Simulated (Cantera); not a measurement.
**C + O2 + H2 (carbon deposition, reforming and gasification)**

Charge: 1 mol C, 0.013 mol O2, 4.8 mol H2, equilibrated at 2048 K.

Method: chemical equilibrium by Gibbs-energy minimisation in Cantera with the NASA 1993 tables (ideal gas, pure condensed phases). Candidate condensed phases: C, C6H6, C7H8, C8H18, H2O; 110 gas species. The ideal-gas law is rough above about 30 bar. The numbers say what is thermodynamically allowed, not how fast it happens.

From 10.0 Pa to 100 bar the condensed part is C(graphite). The main C-bearing gas is CO at 10.0 Pa and CH4 at 100 bar. The share of C in condensed phases is highest at 10.0 Pa (96.5 %) and lowest at 100 bar (79.9 %).

```tsv
P (Pa)	x H2	x H	x CH4	x CO	x C2H2 (acetylene)	x C2H4	x CH3	n C(graphite)
10	0.795	0.200	2.37e-8	0.00485	0.000833	3.43e-10	1.17e-7	0.965
56	0.904	0.0900	1.72e-7	0.00515	0.000948	2.49e-9	3.36e-7	0.964
320	0.955	0.0387	1.09e-6	0.00528	0.00100	1.59e-8	8.71e-7	0.964
1800	0.977	0.0165	6.44e-6	0.00534	0.00102	9.34e-8	2.14e-6	0.964
10000	0.987	0.00703	3.65e-5	0.00537	0.00103	5.29e-7	5.11e-6	0.964
56000	0.990	0.00298	0.000206	0.00538	0.00104	2.98e-6	1.22e-5	0.963
320000	0.991	0.00125	0.00118	0.00539	0.00104	1.71e-5	2.91e-5	0.958
1800000	0.986	0.000524	0.00656	0.00541	0.00103	9.51e-5	6.86e-5	0.931
10000000	0.958	0.000219	0.0344	0.00552	0.00100	0.000499	0.000155	0.799
```
x: gas mole fraction; n: condensed amount in mol.
